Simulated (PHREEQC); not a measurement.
**Acid mine or pickling water (model solution)**

A made-up water analysis in mmol/kgw, 25 °C, pH 3.73, pe 12.5:

| constituent | mmol/kgw |
|---|---|
| Na | 4.32 |
| K | 0.0573 |
| Ca | 2.6 |
| Mg | 0.19 |
| Cl | 0.715 |
| S(6) | 5.31 |
| Al | 0.34 |
| Fe(3) | 0.123 |
| Pb | 0.00216 |
| Mn(2) | 0.213 |
| Br | 0.181 |
| Sr | 0.00675 |

Valence states are taken as typed.

Computed with PHREEQC (ion-association model, phreeqc.dat).

Each row changes one thing in this solution. Precipitation was switched off in this run.

```tsv
case	ionic strength (mol/kgw)	SO4-2 (mol/kgw)	Ca+2 (mol/kgw)	CaSO4 (mol/kgw)	AlSO4+ (mol/kgw)	Mn+2 (mol/kgw)	SI of Gypsum (CaSO4:2H2O)	SI of Anglesite (PbSO4)
as made	0.0165	0.00422	0.00203	0.000565	0.000246	0.000166	-0.92	-0.97
Pb from 0.00216 to 0.00108 mmol/kgw	0.0165	0.00422	0.00203	0.000565	0.000246	0.000166	-0.92	-1.27
Mn(2) from 0.213 to 0.426 mmol/kgw	0.0168	0.00419	0.00204	0.000558	0.000245	___	-0.92	-0.97
all concentrations times 4 at the same typed pH	0.0578	0.0147	0.00684	___	0.000982	0.000554	-0.11	-0.26
temperature from 25 to 5 °C at the same typed pH	0.0169	0.00431	0.00209	0.000513	0.000235	___	___	-0.84
```

Task: What belongs in the gaps?

Result: 
- Mn(2) from 0.213 to 0.426 mmol/kgw, Mn+2 (mol/kgw): 0.000333
- all concentrations times 4 at the same typed pH, CaSO4 (mol/kgw): 0.00356
- temperature from 25 to 5 °C at the same typed pH, Mn+2 (mol/kgw): 0.000178
- temperature from 25 to 5 °C at the same typed pH, SI of Gypsum (CaSO4:2H2O): -0.87

Some of these states are supersaturated (in Jarosite-K, Fe(OH)3(a), Hematite (slow to form), for instance). Constants without temperature data keep their 25 °C values here.
